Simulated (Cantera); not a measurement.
Charge: 1 mol SiHCl₃, 3 mol N₂, held at 15.8 Torr.

Cantera equilibrium calculation (NASA polynomials, part measured and part estimated; ideal gas, pure solids and liquids). Candidate condensed phases: NH₄Cl, Si, Si₃N₄; 28 gas species. N₂ is the only nitrogen source here; it is nearly inert below about 1500 K, so the nitride shown seldom forms there in practice. The tables' values for SiCl₃ are old estimates; treat these amounts as uncertain. Rates play no part. All values below are at 775 °C.

Base state: N₂ 0.652, HCl 0.185, SiCl₄ 0.134, H₂ 0.0282, SiCl₃ 0.000270, SiHCl₃ 0.000210 (mole fractions); condensed: Si₃N₄(s).

**Question.** What changes in the equilibrium state with this change: N₂ from 3 to 140 mol?

**Answer.** 
```json
[
 {"species": "N₂", "before": "0.652", "after": "0.989"},
 {"species": "HCl", "before": "0.185", "after": "0.00669"},
 {"species": "SiCl₄", "before": "0.134", "after": "0.00363"},
 {"species": "H₂", "before": "0.0282", "after": "0.000196"},
 {"species": "SiHCl₃", "before": "0.000210", "after": "1.09e-6"},
 {"species": "SiCl₃", "before": "0.000270", "after": "1.68e-5"},
 {"species": "Si₃N₄(s), mol", "before": "0.147", "after": "0.162"}
]
```
